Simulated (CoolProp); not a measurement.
Vapour-liquid equilibrium of n-octane (1) + o-xylene (2) at 498.2 K; x and y are mole fractions of (1).

Model: multi-fluid Helmholtz-energy mixture model, Beckmüller 2019 and Zhou 2012; pair parameters Bell 2016, in CoolProp.

```csv
x,bubble pressure (MPa),y at the bubble point,dew pressure at overall composition x (MPa),liquid density (mol/L)
0.05,0.5959,0.071,0.5911,6.301
0.125,0.6194,0.170,0.6086,6.114
0.2,0.6423,0.262,0.6268,5.935
0.275,0.6645,0.347,0.6457,5.761
0.35,0.6862,0.427,0.6653,5.594
0.425,0.7075,0.503,0.6856,5.432
0.5,0.7283,0.575,0.7066,5.275
0.575,0.7489,0.645,0.7282,5.124
0.65,0.7691,0.711,0.7505,4.977
0.725,0.7891,0.776,0.7733,4.835
0.8,0.8089,0.839,0.7967,4.697
0.875,0.8285,0.900,0.8205,4.563
0.95,0.8481,0.960,0.8447,4.433
```

No azeotrope shows between x = 0.05 and 0.95.

Pair parameters are fitted to limited data, so mixtures are less certain than the pure fluids.
